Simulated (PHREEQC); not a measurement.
Dissolve 0.0018 mol NaHSO4, 0.00071 mol NaOH and 0.0015 mol KCl per kg of water at 20 °C. Closed to the air; pH follows from the charge balance.

Computed with PHREEQC (ion-association model, phreeqc.dat).

Each row changes one thing in this solution. This is a speciation only: nothing precipitates in the calculation.

| case | pH | ionic strength (mol/kgw) | SO4-2 (mol/kgw) | NaSO4- (mol/kgw) | KSO4- (mol/kgw) | SI of Sylvite (KCl) | SI of Halite (NaCl) |
|---|---|---|---|---|---|---|---|
| as made | 3.04 | 0.00664 | 0.00167 | 1.44e-5 | 1.14e-5 | -6.60 | -7.07 |
| 0.00045 mol/kgw (CH3)4NCl added | 3.04 | 0.00709 | 0.00167 | 1.43e-5 | 1.13e-5 | -6.49 | -6.95 |
| temperature from 20 to 40 °C | 3.06 | 0.00654 | 0.00162 | 1.57e-5 | 1.53e-5 | -6.70 | -7.08 |
| diluted 100-fold with water | 4.97 | 6.90e-5 | 1.80e-5 | 2.11e-9 | (withheld) | -10.53 | -11.00 |
| temperature from 20 to 85 °C | 3.16 | 0.00613 | 0.00142 | 1.68e-5 | 2.42e-5 | -6.89 | -7.12 |
| KCl from 0.0015 to 0.0003 mol/kgw | 3.04 | 0.00545 | (withheld) | 1.49e-5 | 2.35e-6 | -7.99 | -7.76 |
| 0.0014 mol/kgw KOH added | (withheld) | 0.00713 | 0.00176 | 1.51e-5 | 2.30e-5 | -6.32 | -7.07 |

Task: Complete the blanks.

Result: 
- diluted 100-fold with water, KSO4- (mol/kgw): 1.67e-9
- KCl from 0.0015 to 0.0003 mol/kgw, SO4-2 (mol/kgw): 0.00168
- 0.0014 mol/kgw KOH added, pH: 10.62

Species that the database lacks are ignored. (CH3)4N+ isn't in the database: it is added as a free cation with an ion size of 4 Å. Constants without temperature data keep their 25 °C values here.
